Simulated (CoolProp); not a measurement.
A simple Rankine cycle with R236EA: condensing at 319.15 K, boiler at 2.49 MPa, turbine inlet 410.6 K, turbine efficiency 0.6, pump efficiency 0.8, no recuperator. Each further row changes one setting.

The numbers come from the reference Helmholtz-energy equation of state, Rui 2013 in CoolProp.

```tsv
case	thermal efficiency (%)	net work (kJ/kg)	heat in (kJ/kg)	turbine exit temperature (K)	volume ratio over the turbine
as stated	8.1	16.7	207	366.6	7.67
condensing temperature 311.15 K	8.9	19.3	217	362.8	9.83
boiler pressure 1.74 MPa	6.9	15.1	219	380.5	4.73
turbine efficiency 0.5	6.6	13.6	207	369.7	7.75
```
